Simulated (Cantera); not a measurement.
CH₄ + CO₂ + H₂O (carbon deposition, reforming and gasification)

Charge: 1 mol CH₄, 0.42 mol CO₂, 0.023 mol H₂O, equilibrated at 0.0570 bar.

These are equilibrium values from Cantera (NASA tables, ideal gas, pure condensed phases), not measurements of a reactor. Candidate condensed phases: C, C₆H₆, C₇H₈, C₈H₁₈, H₂O; 131 gas species. Ions and electrons are included (thermal ionisation). The numbers say what is thermodynamically allowed, not how fast it happens.

```csv
T (°C),log p H,log p H₂,log p CO,log p C,log p C₃,log p C₂H₂ (acetylene),log p C₂,log p C₂H,n C(graphite)
2227,-2.32,-1.45,-1.79,-6.78,-6.30,-3.42,-7.34,-5.43,0.515
2477,-1.93,-1.54,-1.82,-5.42,-4.77,-3.09,-5.79,-4.42,0.454
2727,-1.66,-1.71,-1.87,-4.30,-3.51,-2.92,-4.50,-3.63,0.295
2977,-1.49,-2.00,-1.94,-3.48,-2.86,-3.19,-3.69,-3.31,0
3227,-1.41,-2.36,-1.99,-2.98,-2.89,-3.93,-3.39,-3.48,0
3477,-1.38,-2.76,-2.01,-2.61,-3.12,-4.79,-3.26,-3.81,0
3727,-1.38,-3.16,-2.03,-2.38,-3.59,-5.77,-3.33,-4.30,0
3977,-1.38,-3.51,-2.04,-2.28,-4.34,-6.86,-3.61,-4.95,0
4227,-1.38,-3.83,-2.04,-2.25,-5.16,-7.93,-3.97,-5.65,0
4477,-1.38,-4.11,-2.05,-2.24,-5.95,-8.92,-4.32,-6.29,0
4727,-1.38,-4.37,-2.05,-2.23,-6.65,-9.81,-4.63,-6.88,0
```
log p: log10 of the partial pressure in bar; n: condensed amount in mol.

From 2227 °C to 2727 °C the condensed part is C(graphite). From 2977 °C to 4727 °C nothing is condensed. The main C-bearing gas is CO throughout.
